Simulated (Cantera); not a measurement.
Input: 1 mol HCl, 1.8 mol H2O, 1.6 mol N2, held at 2927 °C and 3.10 bar.

Equilibrium computed with Cantera from the NASA thermochemical tables; the gas is ideal and each condensed phase is pure. Candidate condensed phases: H2O, NH4Cl; 29 gas species. The numbers say what is thermodynamically allowed, not how fast it happens.

Base state: N2 0.316, H2O 0.249, HCl 0.148, H2 0.0902, Cl 0.0529, OH 0.0508, H 0.0479, O2 0.0175 (mole fractions); condensed: gas only.

Question: What changes in the equilibrium state with this change: temperature from 2927 °C to 600 °C?

Answer: 
```
species    before    after
-------  --------  -------
H2O         0.249    0.409
N2          0.316    0.364
HCl         0.148    0.227
H2         0.0902  2.41e-7
OH         0.0508    <1e-9
H          0.0479    <1e-9
O2         0.0175    <1e-9
O          0.0162    <1e-9
NO         0.0110    <1e-9
Cl         0.0529  1.22e-8
ClO      0.000103    <1e-9
HOCl      2.15e-5    <1e-9
HO2       1.94e-5    <1e-9
```

Question: What changes in the equilibrium state with this change: temperature from 2927 °C to 2775 °C?

Answer: 
```tsv
species	before	after
N2	0.316	0.329
H2O	0.249	0.291
HCl	0.148	0.165
H	0.0479	0.0280
H2	0.0902	0.0729
O	0.0162	0.00901
OH	0.0508	0.0385
NO	0.0110	0.00850
O2	0.0175	0.0142
Cl	0.0529	0.0431
N	1.49e-5	6.16e-6
HO2	1.94e-5	1.39e-5
ClO	0.000103	7.98e-5
Cl2	4.98e-5	5.35e-5
```

Question: What changes in the equilibrium state with this change: temperature from 2927 °C to 2302 °C?

Answer: 
| species | before | after |
|---|---|---|
| H2O | 0.249 | 0.376 |
| N2 | 0.316 | 0.354 |
| HCl | 0.148 | 0.204 |
| H2 | 0.0902 | 0.0258 |
| O | 0.0162 | 0.000825 |
| H | 0.0479 | 0.00316 |
| OH | 0.0508 | 0.0104 |
| NO | 0.0110 | 0.00268 |
| O2 | 0.0175 | 0.00490 |
| Cl | 0.0529 | 0.0176 |
| N | 1.49e-5 | 1.94e-7 |
| HO2 | 1.94e-5 | 2.66e-6 |
